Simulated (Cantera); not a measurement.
## Gas-phase reforming

An isothermal, constant-pressure homogeneous reactor starts with CH4 : H2O : H2 = 1 : 2.5 : 0.1 (molar parts), at 1475 K and 7.50 bar.

Computed with Cantera and GRI-Mech 3.0 (53 species, 325 reactions).

| t (s) | x CH4 | x H2O | x H2 | x CH2CO | x CO2 | x HCO | x OH |
|---|---|---|---|---|---|---|---|
| 4.00e-6 | 0.278 | 0.694 | 0.0278 | <1e-12 | <1e-12 | <1e-12 | 1.32e-8 |
| 1.53e-5 | 0.278 | 0.694 | 0.0278 | <1e-12 | <1e-12 | <1e-12 | 4.63e-8 |
| 5.87e-5 | 0.278 | 0.694 | 0.0278 | <1e-12 | <1e-12 | <1e-12 | 1.05e-7 |
| 0.000225 | 0.278 | 0.694 | 0.0279 | 1.15e-12 | 2.23e-12 | 1.11e-12 | 1.22e-7 |
| 0.000862 | 0.277 | 0.694 | 0.0283 | 1.96e-10 | 3.51e-10 | 9.95e-12 | 1.48e-7 |
| 0.00330 | 0.274 | 0.694 | 0.0304 | 3.52e-8 | 5.23e-8 | 5.86e-11 | 1.84e-7 |
| 0.0126 | 0.264 | 0.689 | 0.0412 | 1.63e-6 | 2.49e-6 | 7.56e-11 | 1.85e-7 |
| 0.0485 | 0.230 | 0.671 | 0.0792 | 1.07e-5 | 5.22e-5 | 7.46e-11 | 1.69e-7 |
| 0.186 | 0.165 | 0.633 | 0.155 | 2.08e-5 | 0.000949 | 1.36e-10 | 1.63e-7 |
| 0.711 | 0.137 | 0.584 | 0.214 | 1.71e-5 | 0.00918 | 4.32e-10 | 1.58e-7 |
| 2.73 | 0.136 | 0.511 | 0.274 | 6.11e-6 | 0.0238 | 1.13e-9 | 1.21e-7 |
| 10.4 | 0.109 | 0.424 | 0.363 | 1.47e-6 | 0.0311 | 2.55e-9 | 8.74e-8 |
| 40.0 | 0.0652 | 0.341 | 0.458 | 3.65e-7 | 0.0310 | 4.46e-9 | 6.27e-8 |
x: mole fraction; the columns are a selection and need not sum to one.

Equilibrium at this temperature and pressure: CH4 4.04e-5, H2O 0.242, H2 0.579, CH2CO 1.63e-10, CO2 0.0257, HCO 7.42e-9, OH 3.97e-8 (gas phase only).
